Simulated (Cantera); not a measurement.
Mixture: H₂ : O₂ : N₂ = 1 : 0.357 : 1.34 (molar parts), at 1.00 bar, adiabatic and at constant volume. Ignition delay is the time to a rise of 400 K.

Computed with Cantera and the H2/O2 subset of GRI-Mech 3.0, which has no nitrogen chemistry. Where the delays flatten at high temperature, the 400 K rule measures the pace of heat release, not the induction time.

### Question
What does this change do: pressure from 1.00 bar to 18.0 bar?

### Answer
```json
[
 {"quantity": "delay at 1300 K", "before": "28.6 µs", "after": "11.1 µs"},
 {"quantity": "delay at 1375 K", "before": "21.6 µs", "after": "2.48 µs"},
 {"quantity": "delay at 1450 K", "before": "17.2 µs", "after": "1.23 µs"},
 {"quantity": "delay at 1525 K", "before": "14.4 µs", "after": "0.806 µs"},
 {"quantity": "delay at 1600 K", "before": "12.7 µs", "after": "0.591 µs"},
 {"quantity": "delay at 1675 K", "before": "11.7 µs", "after": "0.462 µs"},
 {"quantity": "delay at 1750 K", "before": "11.2 µs", "after": "0.376 µs"}
]
```
The hydrogen kinetics of GRI-Mech 3.0 are dated; newer H2 mechanisms differ, most at raised pressure. The pressure lies above the range GRI-Mech 3.0 was tuned for (to about 10 atm).

### Question
What does this change do: constant pressure in place of constant volume?

### Answer
```tsv
quantity	before	after
delay at 1300 K	28.6 µs	30.8 µs
delay at 1375 K	21.6 µs	23.9 µs
delay at 1450 K	17.2 µs	19.7 µs
delay at 1525 K	14.4 µs	17.3 µs
delay at 1600 K	12.7 µs	15.9 µs
delay at 1675 K	11.7 µs	15.2 µs
delay at 1750 K	11.2 µs	15.2 µs
```
